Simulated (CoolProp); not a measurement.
1-butene along the isotherm 469.8 K: density (kg/m³) from the reference equation and from simpler models built on Tc = 419.3 K, pc = 40.06 bar, ω = 0.192; each cubic takes its own stable root.

Values from CoolProp's reference Helmholtz-energy equation of state, Lemmon 2005. It is a short technical equation, of lower accuracy than the large ones.

| p (bar) | phase | reference |
|---|---|---|
| 6.68 | gas | 10.00 |
| 13.4 | gas | 21.01 |
| 20 | gas | 32.96 |
| 26.7 | gas | 46.56 |
| 33.4 | gas | 62.05 |
| 40.1 | supercritical | 80.04 |
| 46.7 | supercritical | 101.0 |
| 53.4 | supercritical | 126.7 |
| 60.1 | supercritical | 157.7 |
| 66.8 | supercritical | 193.7 |
| 73.4 | supercritical | 230.2 |
| 80.1 | supercritical | 262.8 |
| 86.8 | supercritical | 288.7 |
| 93.5 | supercritical | 309.0 |
| 100 | supercritical | 324.8 |

### Question
How far does each simpler model (van der Waals, Redlich-Kwong, Soave-Redlich-Kwong) lie from the reference over these 15 states: mean and median of the absolute difference, and the worst?

### Answer
- van der Waals: mean 5.5 %, median 2.9 %, worst -16.2 % at 469.8 K and 100 bar
- Redlich-Kwong: mean 2.4 %, median 1.1 %, worst -7.8 % at 469.8 K and 100 bar
- Soave-Redlich-Kwong: mean 6.0 %, median 4.3 %, worst -13.1 % at 469.8 K and 93.5 bar
